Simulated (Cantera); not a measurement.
A Cantera script and its output.

```python
import numpy as np
import cantera as ct

gas = ct.Solution("gri30.yaml")
gas.TPX = 1175, 39000, {'CH4': 1, 'H2': 0.78, 'O2': 1.59, 'N2': 5.99, 'H2O': 0.54}
reactor = ct.IdealGasConstPressureReactor(gas, energy="on", clone=False)
net = ct.ReactorNet([reactor])
net.rtol, net.atol = 1e-08, 1e-16
show = ['CH4', 'H2', 'O2', 'C2H6', 'HO2', 'CO', 'C2H']
times = np.geomspace(1e-06, 3, 14)

steps = ct.SolutionArray(gas, extra=["t"])
rows = []
print(f"{'t/s':>10s}{'T/K':>9s}{'P/Pa':>11s}" + "".join(f"{s:>11s}" for s in show))
for t in times:
    while net.time < t:
        t_next = net.step()
        steps.append(gas.state, t=t_next)
    rows.append([np.interp(t, steps.t, y) for y in (steps.T, steps.P, *steps(*show).X.T)])
    print(f"{t:10.3e}{rows[-1][0]:9.1f}{rows[-1][1]:11.4g}" + "".join(f"{x:11.3e}" for x in rows[-1][2:]))
rate = np.gradient(steps.T, steps.t)
print("integrator steps:", len(steps.t))
if steps.T.max() > steps.T[0] + 200:
    print(f"time of steepest temperature rise: {steps.t[rate.argmax()]:.4e} s")
gas.TPX = 1175, 39000, {'CH4': 1, 'H2': 0.78, 'O2': 1.59, 'N2': 5.99, 'H2O': 0.54}
gas.equilibrate("HP")
print(f"equilibrium (HP): T = {gas.T:.1f} K  " + "  ".join(f"{s} {gas[s].X[0]:.3e}" for s in show))
```

Result:

```
       t/s      T/K       P/Pa        CH4         H2         O2       C2H6        HO2         CO        C2H
 1.000e-06   1175.0    3.9e+04  1.010e-01  7.879e-02  1.606e-01  2.533e-19  3.912e-10  9.260e-20  7.406e-44
 3.149e-06   1175.0    3.9e+04  1.010e-01  7.879e-02  1.606e-01  1.148e-17  1.240e-09  6.341e-18  1.535e-40
 9.919e-06   1175.0    3.9e+04  1.010e-01  7.879e-02  1.606e-01  6.977e-16  3.952e-09  2.976e-16  2.057e-37
 3.124e-05   1175.0    3.9e+04  1.010e-01  7.879e-02  1.606e-01  4.168e-14  1.263e-08  8.673e-15  1.666e-34
 9.839e-05   1175.0    3.9e+04  1.010e-01  7.879e-02  1.606e-01  2.420e-12  4.102e-08  2.869e-13  1.300e-31
 3.099e-04   1175.0    3.9e+04  1.010e-01  7.879e-02  1.606e-01  3.571e-10  1.585e-07  2.959e-11  5.125e-28
 9.760e-04   1175.2    3.9e+04  1.009e-01  7.874e-02  1.606e-01  5.674e-06  4.034e-06  4.712e-07  5.339e-20
 3.074e-03   1210.3    3.9e+04  9.558e-02  7.725e-02  1.567e-01  1.359e-03  3.577e-05  7.976e-04  8.295e-14
 9.681e-03   2467.7    3.9e+04  8.450e-14  8.566e-02  5.404e-04  3.119e-27  1.820e-07  6.717e-02  3.651e-19
 3.049e-02   2471.7    3.9e+04  1.002e-13  8.600e-02  4.762e-04  3.910e-27  1.634e-07  6.728e-02  4.150e-19
 9.603e-02   2470.3    3.9e+04  1.016e-13  8.618e-02  4.678e-04  4.006e-27  1.606e-07  6.732e-02  4.153e-19
 3.024e-01   2470.3    3.9e+04  1.016e-13  8.618e-02  4.675e-04  4.009e-27  1.605e-07  6.732e-02  4.153e-19
 9.525e-01   2470.3    3.9e+04  1.016e-13  8.618e-02  4.675e-04  4.009e-27  1.605e-07  6.732e-02  4.153e-19
 3.000e+00   2470.3    3.9e+04  1.016e-13  8.618e-02  4.675e-04  4.009e-27  1.605e-07  6.732e-02  4.153e-19
integrator steps: 2179
time of steepest temperature rise: 5.0937e-03 s
equilibrium (HP): T = 2470.3 K  CH4 1.184e-13  H2 8.618e-02  O2 4.675e-04  C2H6 5.212e-27  HO2 1.605e-07  CO 6.732e-02  C2H 4.531e-19
```

Cantera simulation using GRI-Mech 3.0 (53 species, 325 reactions); the numbers are that mechanism's predictions, not measurements.
